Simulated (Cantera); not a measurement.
An adiabatic, constant-volume homogeneous reactor starts with 45.7 % H2, 11.4 % O2, 42.9 % N2, at 1150 K and 0.345 atm.

Cantera simulation using the H2/O2 subset of GRI-Mech 3.0, which has no nitrogen chemistry; the numbers are that mechanism's predictions, not measurements.

Task: Predict: time of steepest temperature rise; temperature at 0.600 s; equilibrium temperature; x(H2) at 0.600 s; x(O2) at 0.600 s; x(H2O) at 0.600 s; x(H2O2) at 0.600 s; x(H) at 0.600 s.

Result: 
| Property | Value |
|---|---|
| time of steepest temperature rise | 0.182 ms |
| temperature at 0.600 s | 2766 K |
| equilibrium temperature | 2766 K |
| x(H2) at 0.600 s | 0.238 (gas-phase equilibrium 0.238) |
| x(O2) at 0.600 s | 0.000478 (gas-phase equilibrium 0.000478) |
| x(H2O) at 0.600 s | 0.237 (gas-phase equilibrium 0.237) |
| x(H2O2) at 0.600 s | 5.38e-8 (gas-phase equilibrium 5.38e-8) |
| x(H) at 0.600 s | 0.0407 (gas-phase equilibrium 0.0407) |
